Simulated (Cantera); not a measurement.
A Cantera script and its output.

```python
import numpy as np
import cantera as ct

gas = ct.Solution("gri30.yaml")
gas.TPX = 598, 290000, {'CH4': 1, 'CO': 0.49, 'O2': 1.87, 'N2': 8.98, 'H2O': 0.77}
flame = ct.FreeFlame(gas, width=0.019)
flame.set_refine_criteria(ratio=3, slope=0.08, curve=0.16)
flame.transport_model = "mixture-averaged"
flame.solve(loglevel=0, auto=True)
z, T = flame.grid, flame.T
thick = (T[-1] - T[0]) / np.gradient(T, z).max()
show = ['CH4', 'CO', 'O2', 'HO2', 'NO2', 'H2O2']
print(f"laminar burning velocity  {flame.velocity[0] * 100:.3f} cm/s")
print(f"burnt temperature         {T[-1]:.1f} K")
print(f"thermal thickness         {thick * 1e3:.4f} mm")
print(f"grid points               {len(z)}")
z0 = z[flame.heat_release_rate.argmax()]
print(f"{'z/mm':>9s}{'T/K':>9s}{'u/(m/s)':>9s}" + "".join(f"{s:>11s}" for s in show))
rows = []
for k in (-3, -2, -1.5, -1, -0.5, -0.25, 0, 0.25, 0.5, 1, 2, 4, 8):
    zz = z0 + k * thick
    rows.append([k * thick, np.interp(zz, z, T), np.interp(zz, z, flame.velocity),
                 *(np.interp(zz, z, flame.X[gas.species_index(s)]) for s in show)])
    print(f"{rows[-1][0] * 1e3:9.3f}{rows[-1][1]:9.1f}{rows[-1][2]:9.3f}" + "".join(f"{x:11.3e}" for x in rows[-1][3:]))
```

It prints:

```
laminar burning velocity  44.893 cm/s
burnt temperature         2073.2 K
thermal thickness         0.2437 mm
grid points               133
     z/mm      T/K  u/(m/s)        CH4         CO         O2        HO2        NO2       H2O2
   -0.731    598.9    0.450  7.606e-02  3.731e-02  1.423e-01  1.522e-07  2.423e-09  7.257e-08
   -0.487    606.1    0.457  7.539e-02  3.728e-02  1.415e-01  1.492e-06  2.853e-08  7.054e-07
   -0.366    627.0    0.474  7.392e-02  3.740e-02  1.398e-01  5.844e-06  1.202e-07  2.648e-06
   -0.244    729.1    0.555  6.774e-02  3.863e-02  1.321e-01  3.159e-05  5.874e-07  1.197e-05
   -0.122   1118.1    0.859  4.485e-02  4.549e-02  9.889e-02  9.978e-05  7.400e-07  2.698e-05
   -0.061   1462.3    1.128  2.382e-02  5.287e-02  6.506e-02  1.053e-04  1.756e-07  7.584e-06
    0.000   1784.5    1.378  5.252e-03  5.769e-02  2.822e-02  4.613e-05  1.661e-08  1.260e-06
    0.061   1920.8    1.476  3.336e-04  5.101e-02  9.027e-03  9.363e-06  5.344e-09  3.999e-07
    0.122   1963.0    1.501  1.271e-05  4.361e-02  3.624e-03  3.687e-06  4.573e-09  2.798e-07
    0.244   2001.6    1.525  4.452e-08  3.873e-02  1.482e-03  1.643e-06  3.789e-09  1.820e-07
    0.487   2034.4    1.547  1.877e-11  3.752e-02  6.334e-04  6.813e-07  2.848e-09  9.855e-08
    0.975   2056.1    1.562  1.252e-13  3.736e-02  2.162e-04  2.016e-07  1.931e-09  4.142e-08
    1.949   2066.9    1.570  1.440e-13  3.733e-02  6.253e-05  4.420e-08  1.279e-09  1.391e-08
```

Computed with Cantera and GRI-Mech 3.0 (53 species, 325 reactions). Burning velocities carry a grid error of a few per cent, more on coarse grids.
